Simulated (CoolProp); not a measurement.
Values from CoolProp's reference Helmholtz-energy equation of state, Thol 2015.

Task: For octamethylcyclotetrasiloxane (D4), give the phase and the density (kg/m³), cp (kJ/(kg K)), fugacity coefficient at 620 K and 173 kPa; 620 K and 292 kPa.

Result: 
- 620 K and 173 kPa: gas; density 10.3, cp 2.05, fugacity coefficient 0.964
- 620 K and 292 kPa: gas; density 17.9, cp 2.06, fugacity coefficient 0.939
